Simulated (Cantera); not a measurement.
Charge: 1 mol SiCl4, 0.065 mol C2H4, 88 mol H2, equilibrated at 20.0 mbar.

These are equilibrium values from Cantera (NASA tables, ideal gas, pure condensed phases), not measurements of a reactor. Candidate condensed phases: C, C6H6, C7H8, C8H18, Si, SiC; 109 gas species. Mutual solubility and eutectic melting of coexisting phases are not modelled. Gases not in the tables: Si2H6 and higher silanes. Equilibrium is a limit: real reactors are often held back by kinetics, nucleation or transport.

Task: What share of the Si ends up in condensed phases as a function of T (°C), at 975, 1125, 1275, 1425, 1575, 1725, 1875, 2025, 2175?

Result: 
| T (°C) | Si condensed (%) | as |
|---|---|---|
| 975 | 63.9 | Si(s) + SiC(s) |
| 1125 | 62.9 | Si(s) + SiC(s) |
| 1275 | 60.1 | Si(s) + SiC(s) |
| 1425 | 57.6 | Si(l) + SiC(s) |
| 1575 | 59.5 | Si(l) + SiC(s) |
| 1725 | 42.4 | Si(l) + SiC(s) |
| 1875 | 9.1 | SiC(s) |
| 2025 | 0.0 | - |
| 2175 | 0.0 | - |
